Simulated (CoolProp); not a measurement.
Vapour-liquid equilibrium of dimethyl ether (1) + n-butane (2) at 0.409 MPa; x and y are mole fractions of (1).

The numbers come from the multi-fluid Helmholtz-energy mixture model, Wu 2011 and Bücker 2006; pair parameters Bell 2016 in CoolProp.

| x | bubble temperature, mixture model (°C) | bubble temperature, Raoult's law (°C) | y, mixture model | y, Raoult's law |
|---|---|---|---|---|
| 0.05 | (withheld) | 40.4 | (withheld) | 0.110 |
| 0.2 | (withheld) | 34.2 | (withheld) | 0.373 |
| 0.35 | 24.2 | 28.9 | (withheld) | 0.564 |
| 0.5 | 20.3 | 24.4 | 0.695 | 0.708 |
| 0.65 | (withheld) | 20.4 | 0.786 | 0.820 |
| 0.8 | (withheld) | 16.9 | 0.872 | 0.908 |
| 0.95 | 13.3 | 13.8 | (withheld) | 0.979 |

Fill in the missing entries.


- 0.05, bubble temperature, mixture model (°C): 38.9
- 0.05, y, mixture model: 0.137
- 0.2, bubble temperature, mixture model (°C): 30.0
- 0.2, y, mixture model: 0.414
- 0.35, y, mixture model: 0.580
- 0.65, bubble temperature, mixture model (°C): 17.3
- 0.8, bubble temperature, mixture model (°C): 15.1
- 0.95, y, mixture model: 0.964

The largest gap from Raoult's law is -4.7 K in bubble temperature, at x = 0.35. No azeotrope shows between x = 0.05 and 0.95.

The pair parameters rest on a limited set of measurements; away from them the model extrapolates.
